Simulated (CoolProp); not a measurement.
Computed with CoolProp (reference Helmholtz-energy equation of state, Thol 2015).

### Question
For octamethylcyclotetrasiloxane (D4), give the phase and the density (kg/m³), cv (kJ/(kg K)), isothermal compressibility (1/MPa), fugacity coefficient at 333.1 K and 213 kPa; 541.5 K and 111 kPa.

### Answer
- 333.1 K and 213 kPa: liquid; density 911, cv 1.44, isothermal compressibility 0.00205, fugacity coefficient 0.00615
- 541.5 K and 111 kPa: gas; density 7.62, cv 1.86, isothermal compressibility 9.40, fugacity coefficient 0.961
